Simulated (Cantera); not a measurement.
An isothermal, constant-pressure homogeneous reactor starts with CH4 : H2O = 1 : 0.32 (molar parts), at 1550 K and 0.133 bar. Integrator tolerance rtol = 1e-08.

Detailed kinetics in Cantera: GRI-Mech 3.0 (53 species, 325 reactions). GRI-Mech 3.0 stops at C3 and has no aromatics, soot or wall deposition, so with more carbon than oxygen in the feed, carbon stays in small species such as C2H2 where larger ones or solid carbon would form.

What does this change do: temperature 1550 to 1675 K?


```tsv
quantity	before	after
x(CH4) at 80.0 s	0.0155 (gas-phase equilibrium 0.0148)	0.00479 (gas-phase equilibrium 0.00479)
x(H2O) at 80.0 s	0.00249 (gas-phase equilibrium 1.43e-7)	1.23e-7 (gas-phase equilibrium 1.23e-7)
x(CH2O) at 80.0 s	5.64e-9 (gas-phase equilibrium 5.27e-9)	5.13e-9 (gas-phase equilibrium 5.13e-9)
x(C2H6) at 80.0 s	1.28e-6 (gas-phase equilibrium 1.22e-6)	1.93e-7 (gas-phase equilibrium 1.93e-7)
x(CH3) at 80.0 s	3.17e-5 (gas-phase equilibrium 3.04e-5)	3.60e-5 (gas-phase equilibrium 3.60e-5)
```

What does this change do: temperature 1550 to 1525 K?


```
quantity                                            before                                    after
-----------------  ---------------------------------------  ---------------------------------------
x(CH4) at 80.0 s     0.0155 (gas-phase equilibrium 0.0148)    0.0208 (gas-phase equilibrium 0.0189)
x(H2O) at 80.0 s   0.00249 (gas-phase equilibrium 1.43e-7)  0.00855 (gas-phase equilibrium 1.49e-7)
x(CH2O) at 80.0 s  5.64e-9 (gas-phase equilibrium 5.27e-9)  6.53e-9 (gas-phase equilibrium 5.30e-9)
x(C2H6) at 80.0 s  1.28e-6 (gas-phase equilibrium 1.22e-6)  2.02e-6 (gas-phase equilibrium 1.81e-6)
x(CH3) at 80.0 s   3.17e-5 (gas-phase equilibrium 3.04e-5)  3.21e-5 (gas-phase equilibrium 2.91e-5)
```

What does this change do: temperature 1550 to 1700 K?


```json
[
 {"quantity": "x(CH4) at 80.0 s", "before": "0.0155 (gas-phase equilibrium 0.0148)", "after": "0.00388 (gas-phase equilibrium 0.00388)"},
 {"quantity": "x(H2O) at 80.0 s", "before": "0.00249 (gas-phase equilibrium 1.43e-7)", "after": "1.20e-7 (gas-phase equilibrium 1.20e-7)"},
 {"quantity": "x(CH2O) at 80.0 s", "before": "5.64e-9 (gas-phase equilibrium 5.27e-9)", "after": "5.11e-9 (gas-phase equilibrium 5.11e-9)"},
 {"quantity": "x(C2H6) at 80.0 s", "before": "1.28e-6 (gas-phase equilibrium 1.22e-6)", "after": "1.37e-7 (gas-phase equilibrium 1.37e-7)"},
 {"quantity": "x(CH3) at 80.0 s", "before": "3.17e-5 (gas-phase equilibrium 3.04e-5)", "after": "3.70e-5 (gas-phase equilibrium 3.70e-5)"}
]
```
